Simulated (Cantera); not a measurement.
HF + O2 + H2 (abatement and gas-phase synthesis)

Charge: 1 mol HF, 2.8 mol O2, 0.31 mol H2, equilibrated at 5.18 Torr.

Method: chemical equilibrium by Gibbs-energy minimisation in Cantera with the NASA 1993 tables (ideal gas, pure condensed phases). Candidate condensed phases: H2O; 22 gas species. Equilibrium is a limit: real reactors are often held back by kinetics, nucleation or transport.

```tsv
T (K)	x O2	x HF	x O	x H2O	x OH	x H
2073	0.655	0.250	0.0112	0.0712	0.0112	0.000723
2148	0.646	0.249	0.0187	0.0682	0.0152	0.00145
2223	0.635	0.247	0.0300	0.0642	0.0200	0.00275
2298	0.618	0.243	0.0465	0.0590	0.0254	0.00496
2373	0.595	0.239	0.0696	0.0526	0.0311	0.00850
2448	0.566	0.233	0.101	0.0451	0.0366	0.0138
2523	0.528	0.225	0.142	0.0367	0.0411	0.0213
```
x: gas mole fraction; nothing condenses.

From 2073 K to 2523 K nothing is condensed.
